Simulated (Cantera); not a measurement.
Mixture: H2 : O2 : N2 = 1 : 0.294 : 1.11 (molar parts), at 750 Torr, adiabatic and at constant pressure. Ignition delay is the time to a rise of 400 K.

Cantera simulation using the H2/O2 subset of GRI-Mech 3.0, which has no nitrogen chemistry; the numbers are that mechanism's predictions, not measurements. Where the delays flatten at high temperature, the 400 K rule measures the pace of heat release, not the induction time.

### Question
Predict: delay at 1050 K; delay at 1200 K; delay at 1350 K; delay at 1500 K; delay at 1650 K.

### Answer
| Item | Result |
|---|---|
| delay at 1050 K | 0.160 ms |
| delay at 1200 K | 50.7 µs |
| delay at 1350 K | 26.7 µs |
| delay at 1500 K | 18.5 µs |
| delay at 1650 K | 15.9 µs |
